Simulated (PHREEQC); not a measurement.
Synthetic water in mmol/kgw, 25 °C, pH 5.66, pe 1.9:

```tsv
constituent	mmol/kgw
Na	0.000652
K	2.34e-05
Ca	0.000174
Mg	0.00161
Cl	0.00109
S(6)	0.00149
Alkalinity (meq/kgw)	0.000236
Zn	1.88e-06
Sr	4.49e-06
Fe(2)	3.02e-06
B	2.98e-05
Mn(2)	5.98e-06
Br	2.97e-06
```

Valence states are taken as typed.

All values are PHREEQC results (ion-association model, wateq4f.dat), not measurements.

Each row changes one thing in this solution. No solid was allowed to form.

| case | ionic strength (mol/kgw) | CO2 (mol/kgw) | HCO3- (mol/kgw) | MgSO4 (mol/kgw) | HSO4- (mol/kgw) | CO3-2 (mol/kgw) | SI of Rhodochrosite (MnCO3) | SI of Siderite (FeCO3) |
|---|---|---|---|---|---|---|---|---|
| as made | 9.77e-6 | 1.19e-5 | 2.43e-6 | 5.46e-10 | 3.13e-10 | 5.26e-11 | -7.39 | -7.92 |
| pH from 5.66 to 5.96 at the same alkalinity | 8.68e-6 | 3.26e-6 | 1.33e-6 | 5.47e-10 | 1.57e-10 | 5.74e-11 | -7.35 | -7.88 |
| Ca from 0.000174 to 8.7e-05 mmol/kgw | 9.60e-6 | 1.19e-5 | 2.43e-6 | 5.46e-10 | 3.13e-10 | 5.26e-11 | -7.39 | -7.92 |
| all concentrations times 4 at the same typed pH | 3.25e-5 | 1.54e-5 | 3.14e-6 | 8.51e-9 | 1.24e-9 | 6.87e-11 | -6.68 | -7.21 |
| pH from 5.66 to 5.5 at the same alkalinity | 1.08e-5 | 2.41e-5 | 3.41e-6 | 5.45e-10 | 4.52e-10 | 5.11e-11 | -7.40 | -7.94 |
